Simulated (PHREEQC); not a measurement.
Dissolve 0.0011 mol/kgw CuSO4 and 0.023 mol/kgw H2SO4 at 20 °C. Closed to the air; pH follows from the charge balance.

Computed with PHREEQC (ion-association model, wateq4f.dat).

### Question
The ionic strength comes out as 0.0443 mol/kgw. What activity coefficients do SO4-2, Cu+2, H+, HSO4- get?

### Answer
SO4-2 0.48, Cu+2 0.50, H+ 0.86, HSO4- 0.83.

This is a speciation only: nothing precipitates in the calculation.
